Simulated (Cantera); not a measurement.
Charge: 1 mol C₃H₆, 1.3 mol CO₂, at 1375 K and 5.60 bar.

Cantera equilibrium calculation (NASA polynomials, part measured and part estimated; ideal gas, pure solids and liquids). Candidate condensed phases: C, C₆H₆, C₇H₈, C₈H₁₈, H₂O; 110 gas species. Rates play no part.

Base state: H₂ 0.523, CO 0.460, CH₄ 0.00763, H₂O 0.00621, CO₂ 0.00264 (mole fractions); condensed: C(graphite).

**Question.** What changes in the equilibrium state with this change: CO₂ from 1.3 to 0.12 mol?

**Answer.** 
```
species            before    after
----------------  -------  -------
H₂                  0.523    0.902
CO                  0.460   0.0740
CH₄               0.00763   0.0227
CO₂               0.00264  6.83e-5
H₂O               0.00621  0.00172
C(graphite), mol     1.71     2.81
```
